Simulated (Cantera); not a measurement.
Input: 1 mol Ti(OiPr)₄, 2.7 mol H₂, at 1600 Pa.

Method: chemical equilibrium by Gibbs-energy minimisation in Cantera with the NASA 1993 tables (ideal gas, pure condensed phases). Candidate condensed phases: C, C₆H₆, C₇H₈, C₈H₁₈, H₂O, Ti, TiC, TiO, TiO₂, Ti₂O₃, Ti₃O₅, Ti₄O₇; 113 gas species. The feed counts by its element totals alone. TiC: taken at fixed stoichiometry. Condensed phases not in the tables: Magnéli phases beyond Ti₄O₇. Kinetics and transport are ignored.

x: gas mole fraction; n: condensed amount in mol.

```csv
T (K),x H₂,x CO,x H,x C₂H₂ (acetylene),x CH₄,n C(graphite),n TiO₂(rutile),n Ti₄O₇(s),n TiC(s)
1050,0.892,0.107,6.06e-8,3.69e-9,0.000729,9.99,1.00,0,0
1150,0.881,0.119,5.54e-7,3.41e-8,0.000291,9.75,0,0.250,0
1250,0.807,0.193,3.43e-6,2.03e-7,0.000114,7.00,0,0,1.00
1350,0.807,0.193,1.69e-5,9.99e-7,6.00e-5,7.00,0,0,1.00
1450,0.807,0.193,(withheld),(withheld),(withheld),7.00,0,0,1.00
1550,0.807,0.193,(withheld),(withheld),(withheld),7.00,0,0,1.00
1650,0.806,0.193,0.000645,3.68e-5,1.38e-5,7.00,0,0,1.00
1750,0.805,0.193,0.00165,9.25e-5,9.47e-6,7.00,0,0,1.00
1850,0.803,0.193,0.00382,0.000210,6.76e-6,6.99,0,0,1.00
1950,0.799,0.192,0.00810,0.000437,4.97e-6,6.98,0,0,1.00
2050,0.792,0.192,0.0160,0.000840,3.74e-6,6.96,0,0,1.000
2150,0.779,0.190,0.0294,0.00151,2.85e-6,6.94,0,0,1.000
```

Question: What belongs in the gaps?

Answer: 
- 1550, x H: 0.000224
- 1550, x C₂H₂ (acetylene): 1.29e-5
- 1550, x CH₄: 2.12e-5
- 1450, x H: 6.72e-5
- 1450, x C₂H₂ (acetylene): 3.93e-6
- 1450, x CH₄: 3.44e-5
